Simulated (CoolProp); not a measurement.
Values from CoolProp's reference Helmholtz-energy equation of state, McLinden 2015.

Problem. Give the vapour pressure (MPa), enthalpy of vaporisation (kJ/kg), liquid cp (kJ/(kg K)) of saturated the fluoroketone C6F12O (FK-5-1-12) at 246.8, 315.3 K.

Solution. 
| T (K) | p (MPa) | enthalpy of vaporisation (kJ/kg) | liquid cp (kJ/(kg K)) |
|---|---|---|---|
| 246.8 | 0.00258 | 109 | 1.09 |
| 315.3 | 0.0792 | 90.0 | 1.12 |
